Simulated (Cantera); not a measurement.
What does this Cantera script print?

```python
import numpy as np
import cantera as ct

gas_names = """
    AL ALCL ALCL2 ALCL3 ALH AL2 AL2CL6 CL CL2 H HCL H2
""".split()
cond_names = """
    AL(cr) AL(L) ALCL3(s) ALCL3(L)
""".split()


# ... load() reads the species with a 1 bar reference pressure and builds the phases ...
atoms = {
    'Al': {'AL': 1},
    'HCl': {'H': 1, 'CL': 1},
    'H2': {'H': 2},
}
top_T = {}  # K; cautious upper limits of use, not melting points


# ... equilibrate(T, P, feed) seeds the gas with the atoms and calls Mixture.equilibrate('TP', solver="vcs", rtol=1e-11, max_steps=5000) ...
results = []
T = 848  # K
P = 20000  # Pa
for m in [3.2, 4.5, 6.4, 9.2, 13, 19, 27, 38]:
    feed = {'Al': 1, 'HCl': 5.3, 'H2': m}  # mol
    mix = equilibrate(T, P, feed)
    results.append((T, P, feed, dict(zip(mix.species_names, mix.species_moles))))
    x = sorted(zip(gas.X, gas.species_names), reverse=True)
    print(f"T = {T:g} K  P = {P:g} Pa  n(H2) = {m:g} mol  gas = {mix.phase_moles(0):.4g} mol")
    print("   x: " + "  ".join(f"{s} {v:.3e}" for v, s in x if v > 0.0001))
    print("   condensed (mol): " + ("  ".join(f"{mix.phase(i).name} {mix.phase_moles(i):.4g}"
          for i in range(1, mix.n_phases) if mix.phase_moles(i) > 1e-12) or "none"))
```

Result:

```
T = 848 K  P = 20000 Pa  n(H2) = 3.2 mol  gas = 7.973 mol
   x: H2 5.895e-01  HCL 2.885e-01  ALCL3 1.186e-01  AL2CL6 3.439e-03
   condensed (mol): none
T = 848 K  P = 20000 Pa  n(H2) = 4.5 mol  gas = 9.276 mol
   x: H2 6.468e-01  HCL 2.479e-01  ALCL3 1.026e-01  AL2CL6 2.578e-03
   condensed (mol): none
T = 848 K  P = 20000 Pa  n(H2) = 6.4 mol  gas = 11.18 mol
   x: H2 7.066e-01  HCL 2.057e-01  ALCL3 8.584e-02  AL2CL6 1.803e-03
   condensed (mol): none
T = 848 K  P = 20000 Pa  n(H2) = 9.2 mol  gas = 13.98 mol
   x: H2 7.652e-01  HCL 1.645e-01  ALCL3 6.917e-02  AL2CL6 1.171e-03
   condensed (mol): none
T = 848 K  P = 20000 Pa  n(H2) = 13 mol  gas = 17.79 mol
   x: H2 8.152e-01  HCL 1.293e-01  ALCL3 5.475e-02  AL2CL6 7.336e-04
   condensed (mol): none
T = 848 K  P = 20000 Pa  n(H2) = 19 mol  gas = 23.79 mol
   x: H2 8.617e-01  HCL 9.668e-02  ALCL3 4.120e-02  AL2CL6 4.154e-04
   condensed (mol): none
T = 848 K  P = 20000 Pa  n(H2) = 27 mol  gas = 31.79 mol
   x: H2 8.964e-01  HCL 7.234e-02  ALCL3 3.098e-02  AL2CL6 2.349e-04
   condensed (mol): none
T = 848 K  P = 20000 Pa  n(H2) = 38 mol  gas = 42.79 mol
   x: H2 9.230e-01  HCL 5.375e-02  ALCL3 2.311e-02  AL2CL6 1.306e-04
   condensed (mol): none
```

Equilibrium computed with Cantera from the NASA thermochemical tables; the gas is ideal and each condensed phase is pure.
